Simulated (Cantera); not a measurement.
Input: 1 mol LiOH, 2.9 mol H2, 0.016 mol O2, held at 1325 K and 24.0 mbar.

Cantera equilibrium calculation (NASA polynomials, part measured and part estimated; ideal gas, pure solids and liquids). Candidate condensed phases: H2O, Li, LiH, LiOH, Li2O; 17 gas species. Rates play no part.

Base state: H2 0.838, H2O 0.150, LiOH 0.0116, Li 0.000115, Li2(OH)2 5.60e-5 (mole fractions); condensed: Li2O(s).

Q: What changes in the equilibrium state with this change: O2 from 0.016 to 2.3 mol?

A: 
| species | before | after |
|---|---|---|
| H2O | 0.150 | 0.776 |
| O2 | <1e-9 | 0.197 |
| LiOH | 0.0116 | 0.0265 |
| H2 | 0.838 | 1.51e-6 |
| OH | 2.52e-8 | 9.72e-5 |
| Li | 0.000115 | 6.79e-8 |
| Li2(OH)2 | 5.60e-5 | 0.000290 |
| Li2O(s), mol | 0.480 | 0.442 |

Q: What changes in the equilibrium state with this change: temperature from 1325 K to 1973.15 K?

A: 
```
species         before     after
------------  --------  --------
H2               0.838     0.637
LiOH            0.0116     0.134
H2O              0.150     0.114
Li            0.000115     0.105
OH             2.52e-8  0.000119
Li2O           1.15e-6  0.000884
H              9.67e-6   0.00696
Li2O(s), mol     0.480         0
```
